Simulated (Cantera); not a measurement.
A freely propagating, adiabatic, planar premixed flame of CH4 : C2H6 : O2 : N2 = 1 : 0.98 : 5.48 : 20.6 (molar parts), equivalence ratio 0.99, unburnt at 348 K and 0.320 bar; mixture-averaged transport, grid criteria slope 0.08 and curve 0.16, no radiation.

Detailed kinetics in Cantera: GRI-Mech 3.0 (53 species, 325 reactions). Burning velocities carry a grid error of a few per cent, more on coarse grids.

What does this change do: inlet temperature 348 to 323 K?


| quantity | before | after |
|---|---|---|
| laminar burning velocity | 64.4 cm/s | 57.6 cm/s |
| thermal thickness | 0.997 mm | 1.02 mm |
| peak x(OH) | 0.00890 | 0.00867 |

What does this change do: C2H6 0.98 to 0.75 parts?


| quantity | before | after |
|---|---|---|
| laminar burning velocity | 64.4 cm/s | 55.9 cm/s |
| thermal thickness | 0.997 mm | 1.09 mm |
| peak x(OH) | 0.00890 | 0.00799 |
